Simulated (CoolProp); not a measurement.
A single-stage vapour-compression cycle with nitrous oxide: evaporating at 193.15 K (dew point), condensing at 250.15 K (bubble point), superheat 2 K, subcooling 0 K, compressor efficiency 0.6, no pressure losses. Each further row changes one setting.

Model: reference Helmholtz-energy equation of state, Lemmon 2006, in CoolProp. It is a short technical equation, of lower accuracy than the large ones.

```json
[
 {"case": "as stated", "cooling COP": "1.46", "pressure ratio": "10.0", "discharge temperature (K)": "405.7", "refrigerating effect (kJ/kg)": "263", "volumetric capacity (kJ/m³)": "1210"},
 {"case": "evaporating temperature 198.15 K", "cooling COP": "1.70", "pressure ratio": "7.71", "discharge temperature (K)": "385.7", "refrigerating effect (kJ/kg)": "266", "volumetric capacity (kJ/m³)": "1560"},
 {"case": "condensing temperature 245.15 K", "cooling COP": "1.66", "pressure ratio": "8.57", "discharge temperature (K)": "389.3", "refrigerating effect (kJ/kg)": "272", "volumetric capacity (kJ/m³)": "1260"},
 {"case": "subcooling 5 K", "cooling COP": "1.52", "pressure ratio": "10.0", "discharge temperature (K)": "405.7", "refrigerating effect (kJ/kg)": "272", "volumetric capacity (kJ/m³)": "1260"},
 {"case": "superheat 12 K", "cooling COP": "1.43", "pressure ratio": "10.0", "discharge temperature (K)": "423.3", "refrigerating effect (kJ/kg)": "271", "volumetric capacity (kJ/m³)": "1180"},
 {"case": "compressor efficiency 0.5", "cooling COP": "1.22", "pressure ratio": "10.0", "discharge temperature (K)": "440.7", "refrigerating effect (kJ/kg)": "263", "volumetric capacity (kJ/m³)": "1210"}
]
```
